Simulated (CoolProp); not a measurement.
Saturation properties of fluorine (Tc = -128.7 °C, pc = 5240 kPa, ω = 0.045).

Computed with CoolProp (reference Helmholtz-energy equation of state, de Reuck 1990).

```
T (°C)   p (kPa)  liquid density (kg/m³)  enthalpy of vaporisation (kJ/kg)  liquid cp (kJ/(kg K))  surface tension (mN/m)
-------  -------  ----------------------  --------------------------------  ---------------------  ----------------------
-161.65    980.9                    1292                             142.5                  1.698                    6.57
-157.95     1236                    1256                             136.5                  1.755                    5.68
-154.35     1527                    1220                             130.0                    [?]                    4.84
-150.65     1874                    1180                             122.6                  1.929                    4.00
-147.05     2263                    1137                             114.5                  2.070                    3.22
-143.35     2721                    1088                             104.9                  2.290                    2.44
-139.75     3228                    1032                             93.83                  2.647                    1.73
-136.15      [?]                   964.1                             80.04                  3.349                    1.07
-132.45     4469                     [?]                             60.44                  5.477                   0.461
```

**Question.** What belongs in the gaps?

**Answer.** 
- -154.35, liquid cp (kJ/(kg K)): 1.828
- -136.15, p (kPa): 3801
- -132.45, liquid density (kg/m³): 868.9

It boils at -188.1 °C under 1 atm.

Surface tension comes from a separate correlation (Mulero 2012).
